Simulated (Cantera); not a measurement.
A closed system holds: 1 mol B₂O₃, 5.8 mol NH₃, 0.53 mol N₂, held at 1000 Pa.

Cantera equilibrium calculation (NASA polynomials, part measured and part estimated; ideal gas, pure solids and liquids). Candidate condensed phases: B, BN, B₂O₃, B₃O₃H₃, H₂O; 39 gas species. Mutual solubility and eutectic melting of coexisting phases are not modelled. Rates play no part. All values below are at 1550 K.

Base state: H₂ 0.697, N₂ 0.278, HBO₂ 0.0102, HBO 0.00699, B₂O₃ 0.00583, H₂O 0.000747, B₂O₂ 0.000458, H 0.000263 (mole fractions); condensed: BN(s) + B₂O₃(l).

**Question.** What changes in the equilibrium state with this change: pressure from 1000 Pa to 110 Pa?

**Answer.** 
```
species         before     after
------------  --------  --------
H₂               0.697     0.638
N₂               0.278     0.261
B₂O₃           0.00583    0.0483
HBO            0.00699    0.0198
HBO₂            0.0102    0.0272
BO             6.40e-5  0.000573
B₂O₂          0.000458   0.00403
BN(s), mol      0.0151         0
B₂O₃(l), mol     0.809         0
```
